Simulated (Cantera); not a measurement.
# Transport properties of process gases

Gas mixture: NO = 0.45 (molar parts), at 0.0940 bar, frozen composition.

Cantera's kinetic-theory transport with the Lennard-Jones parameters of GRI-Mech 3.0, ideal gas; thermal conductivity in the multicomponent form. The composition is frozen, though it would react at the higher temperatures.

```tsv
T (K)	ρ (kg/m³)	cp (J/kg/K)	μ (µPa s)	λ (mW/m/K)	Pr	D (cm²/s) OH	D (cm²/s) CO2	D (cm²/s) N2
400	0.0848	998.6	23.1	32.5	0.711	5.57	2.81	3.65
600	0.0565	1041	30.6	45.0	0.708	11.1	5.74	7.29
800	0.0424	1092	37.1	57.3	0.708	18.0	9.41	11.8
1000	0.0339	1133	42.9	68.8	0.707	26.1	13.7	17.2
1200	0.0283	1159	48.4	79.3	0.707	35.3	18.7	23.3
1400	0.0242	1181	53.4	89.3	0.707	45.6	24.2	30.1
1600	0.0212	1199	58.3	98.9	0.706	56.9	30.2	37.5
```
D: mixture-averaged diffusion coefficient of that species in the mixture.
